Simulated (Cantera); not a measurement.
## Silicon epitaxy and polysilicon growth: SiCl4 + HCl + H2

A closed system holds: 1 mol SiCl4, 0.038 mol HCl, 490 mol H2, at 1550 K and 0.0140 bar.

These are equilibrium values from Cantera (NASA tables, ideal gas, pure condensed phases), not measurements of a reactor. Candidate condensed phases: Si; 19 gas species. Rates play no part.

The x(H2) is 0.992 and the x(HCl) is 0.00779. The x(H) is 0.000265, the x(SiCl2) is 0.000204 and the x(SiH2) is 2.77e-6. The x(Si) is 2.37e-6. The x(Cl) is 1.66e-6, the x(SiCl) is 1.06e-6 and the n(Si(s)) is 0.896 mol. The gas amount is 492.1 mol.
